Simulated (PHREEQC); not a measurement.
0.33 g of hydrous ferric oxide (600 m²/g; 0.2 weak and 0.005 strong sites per Fe, Dzombak-Morel constants, diffuse double layer) in 1 kg of water with 0.05 mol/kgw of an inert sodium salt and 0.0021 mol NiCl2 and 0.00041 mol BaCl2, at 25 °C; the pH is set by adding NaOH or the inert anion's acid. Oxygen is held at 0.21 atm. CO2 from the air is kept out. Precipitation was switched off in this run.

Computed with PHREEQC (ion-association model, wateq4f.dat).

```
pH    Ni sorbed (%)  Ba sorbed (%)  surface charge σ (C/m²)  surface potential ψ (mV)
----  -------------  -------------  -----------------------  ------------------------
3               0.0            0.0                    0.359                       166
3.38            0.0            0.0                    0.345                       164
4.12            0.0            0.0                        ?                       155
4.5             0.1            0.0                        ?                         ?
5.25            0.6            0.0                    0.162                       126
5.62            1.1            0.0                    0.127                       114
6.38              ?            0.0                    0.082                        92
6.75            9.8            0.0                        ?                        90
7.5            17.9            0.0                        ?                        91
7.88           20.1            0.0                    0.081                        92
8.62              ?            0.0                    0.081                        91
9              21.8            0.0                    0.079                        91
```

Question: Fill in the missing entries.

Answer: 
- 4.12, surface charge σ (C/m²): 0.288
- 4.5, surface charge σ (C/m²): 0.246
- 4.5, surface potential ψ (mV): 147
- 6.38, Ni sorbed (%): 5.1
- 6.75, surface charge σ (C/m²): 0.078
- 7.5, surface charge σ (C/m²): 0.080
- 8.62, Ni sorbed (%): 21.6

Along this series the solution becomes supersaturated in solids that the run did not let form, among them Ni(OH)2. The oxide is taken as insoluble; below pH 4 it would dissolve.
